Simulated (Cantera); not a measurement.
Input: 1 mol CS2, 0.086 mol O2, held at 1425 K and 750 Torr.

Method: chemical equilibrium by Gibbs-energy minimisation in Cantera with the NASA 1993 tables (ideal gas, pure condensed phases). Candidate condensed phases: C, S; 22 gas species. The numbers say what is thermodynamically allowed, not how fast it happens.

Problem. What is the equilibrium state?

Solution. 
| Quantity | Result |
|---|---|
| x(CS2) | 0.709 |
| x(S2) | 0.143 |
| x(CO) | 0.138 |
| x(COS) | 0.00913 |
| x(CS) | 0.000223 |
| x(CO2) | 2.79e-5 |
| x(S) | 6.16e-6 |
| gas amount | 1.167 mol |
| log10 activity of C(graphite) (absent) | -0.04 |
| log10 activity of S(l) (absent) | -1.55 |
